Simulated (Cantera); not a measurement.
An isothermal plug-flow reactor at 1150 K and 2.66 atm (inlet), inlet velocity 2.9 m/s, active area per volume 1200 1/m; feed CH4 : O2 : N2 = 0.0038 : 0.1 : 0.79 (molar parts), equivalence ratio 0.076.

Detailed kinetics in Cantera: Deutschmann's 1995 Pt surface mechanism with GRI-Mech 3.0 gas chemistry. Catalytic surfaces can have several steady states; this one follows from the mechanism file's or the stated starting coverage. Mass transfer to the wall is taken as infinitely fast.

Q: What does this change do: temperature 1150 to 1100 K?

A: 
```tsv
quantity	before	after
x(CH4) at z = 0.014 m	0.00140	0.00214
x(O2) at z = 0.014 m	0.106	0.108
x(H2O) at z = 0.014 m	0.00560	0.00418
x(CO2) at z = 0.014 m	0.00277	0.00208
x(CO) at z = 0.014 m	1.38e-6	1.55e-6
θ(free Pt) at the exit	0.295	0.243
θ(O*) at the exit	0.704	0.756
θ(OH*) at the exit	0.00160	0.00149
```

Q: What does this change do: pressure from 2.66 atm to 7.80 atm?

A: 
```
quantity                 before    after
----------------------  -------  -------
x(CH4) at z = 0.014 m   0.00140  0.00220
x(O2) at z = 0.014 m      0.106    0.108
x(H2O) at z = 0.014 m   0.00560  0.00396
x(CO2) at z = 0.014 m   0.00277  0.00193
x(CO) at z = 0.014 m    1.38e-6  2.89e-6
θ(free Pt) at the exit    0.295    0.229
θ(O*) at the exit         0.704    0.769
θ(OH*) at the exit      0.00160  0.00212
```

Q: What does this change do: inlet velocity 2.9 to 5.3 m/s?

A: 
```
quantity                 before    after
----------------------  -------  -------
x(CH4) at z = 0.014 m   0.00140  0.00234
x(O2) at z = 0.014 m      0.106    0.108
x(H2O) at z = 0.014 m   0.00560  0.00378
x(CO2) at z = 0.014 m   0.00277  0.00187
x(CO) at z = 0.014 m    1.38e-6  2.13e-6
θ(free Pt) at the exit    0.295    0.294
θ(O*) at the exit         0.704    0.705
θ(OH*) at the exit      0.00160  0.00131
```
